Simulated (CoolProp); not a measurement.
Aqueous propylene glycol as a coolant, 18 % by mass, freezing at -6.2 °C, 1 atm.

Model: Melinder's fits for secondary coolants, in CoolProp.

| T (°C) | cp (kJ/(kg K)) | viscosity (mPa s) | density (kg/m³) | Prandtl number |
|---|---|---|---|---|
| -4.8 | 3.952 | 4.84 | 1018 | ? |
| -1 | 3.959 | 4.09 | 1018 | ? |
| 2.9 | 3.966 | 3.48 | 1017 | 28.5 |
| 6.8 | 3.973 | ? | 1017 | 24.3 |
| 10.7 | 3.980 | 2.58 | 1016 | 20.9 |
| 14.6 | 3.987 | 2.25 | 1015 | ? |
| 18.5 | 3.995 | 1.98 | 1013 | 15.8 |
| 22.4 | 4.002 | 1.75 | 1012 | 13.9 |
| 26.3 | 4.010 | 1.57 | 1011 | ? |
| 30.2 | 4.018 | 1.41 | ? | 11.0 |

### Question
Fill in the missing entries.

### Answer

- -4.8, Prandtl number: 40.3
- -1, Prandtl number: 33.8
- 6.8, viscosity (mPa s): 2.98
- 14.6, Prandtl number: 18.1
- 26.3, Prandtl number: 12.3
- 30.2, density (kg/m³): 1009
